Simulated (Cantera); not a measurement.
Input (Python, Cantera) and output of one run.

```python
import numpy as np
import cantera as ct

gas_names = """
    F2 CuF2 SiF4 C2F4
""".split()
cond_names = """
    Cu(cr) Cu(L) Si(cr) Si(L) C(gr)
""".split()


# ... load() reads the species with a 1 bar reference pressure and builds the phases ...
species = {s.name: s for s in load("nasa_gas.yaml", gas_names) + load("nasa_condensed.yaml", cond_names)}
# Each term lists the table entries of one substance; the one whose range holds T is used.
reactions = {
    'Cu + F2(g) = CuF2(g)':
        [(-1, ['Cu(cr)', 'Cu(L)']), (-1, ['F2']), (1, ['CuF2'])],
    '0.5 Si + F2(g) = 0.5 SiF4(g)':
        [(-0.5, ['Si(cr)', 'Si(L)']), (-1, ['F2']), (0.5, ['SiF4'])],
    'C + F2(g) = 0.5 C2F4(g)':
        [(-1, ['C(gr)']), (-1, ['F2']), (0.5, ['C2F4'])],
}


def pick(names, T):
    return next(species[n] for n in names if species[n].thermo.min_temp <= T <= species[n].thermo.max_temp)


results = []
for label, terms in reactions.items():
    print(label)
    print("     T/K   dH/kJ  dS/(J/K)   dG/kJ   log10 K")
    for T in [1298, 1323, 1348, 1373, 1398, 1423, 1448, 1473, 1498]:
        used = [(nu, pick(names, T)) for nu, names in terms]
        dH = sum(nu * s.thermo.h(T) for nu, s in used) / 1e6
        dS = sum(nu * s.thermo.s(T) for nu, s in used) / 1e3
        dG = dH - T * dS / 1e3
        logK = -dG * 1e6 / (ct.gas_constant * T * np.log(10))
        results.append((label, T, dH, dS, dG, logK, [s.name for _, s in used]))
        print(f"{T:8g} {dH:8.1f} {dS:8.1f} {dG:8.1f} {logK:8.2f}")
```

Result:

```
Cu + F2(g) = CuF2(g)
     T/K   dH/kJ  dS/(J/K)   dG/kJ   log10 K
    1298   -275.4     19.5   -300.6    12.10
    1323   -275.7     19.2   -301.1    11.89
    1348   -276.0     19.0   -301.6    11.69
    1373   -289.5      9.0   -301.9    11.49
    1398   -289.8      8.8   -302.1    11.29
    1423   -290.2      8.6   -302.4    11.10
    1448   -290.5      8.3   -302.6    10.91
    1473   -290.9      8.1   -302.8    10.74
    1498   -291.2      7.9   -303.0    10.56
0.5 Si + F2(g) = 0.5 SiF4(g)
     T/K   dH/kJ  dS/(J/K)   dG/kJ   log10 K
    1298   -807.8    -72.0   -714.2    28.74
    1323   -807.7    -72.0   -712.4    28.13
    1348   -807.7    -72.0   -710.6    27.54
    1373   -807.7    -72.0   -708.8    26.97
    1398   -807.7    -72.0   -707.0    26.42
    1423   -807.7    -72.0   -705.2    25.89
    1448   -807.7    -72.0   -703.4    25.38
    1473   -807.7    -72.0   -701.6    24.88
    1498   -807.7    -72.0   -699.8    24.40
C + F2(g) = 0.5 C2F4(g)
     T/K   dH/kJ  dS/(J/K)   dG/kJ   log10 K
    1298   -327.9    -56.5   -254.5    10.24
    1323   -327.8    -56.5   -253.1     9.99
    1348   -327.8    -56.5   -251.6     9.75
    1373   -327.8    -56.5   -250.2     9.52
    1398   -327.7    -56.4   -248.8     9.30
    1423   -327.7    -56.4   -247.4     9.08
    1448   -327.7    -56.4   -246.0     8.87
    1473   -327.6    -56.4   -244.6     8.67
    1498   -327.6    -56.4   -243.2     8.48
```

Cantera with NASA thermochemical tables; ideal gases at 1 bar, condensed phases pure. The tables' values for C2F4 are old estimates. Condensed species are held in their standard states even where they would react or evaporate.
